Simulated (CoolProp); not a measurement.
Vapour-liquid equilibrium of propylene (1) + isobutane (2) at -68.35 °C; x and y are mole fractions of (1).

The numbers come from the multi-fluid Helmholtz-energy mixture model, Lemmon 2013 and Bücker 2006; pair parameters Bell 2016 in CoolProp.

```tsv
x	bubble pressure (kPa)	y at the bubble point	dew pressure at overall composition x (kPa)	liquid density (mol/L)
0.05	7.589	0.325	5.611	11.38
0.2	11.35	0.599	6.546	11.85
0.35	14.02	0.719	7.833	12.37
0.5	17.16	0.821	9.681	12.94
0.65	21.51	0.908	12.39	13.55
0.8	27.26	0.967	16.42	14.20
0.95	33.55	0.996	25.07	14.87
```

No azeotrope shows between x = 0.05 and 0.95.

The pair parameters rest on a limited set of measurements; away from them the model extrapolates. The gap from Raoult's law changes sign with composition, which may be real or a fault of the pair parameters; it wasn't checked against measurements.
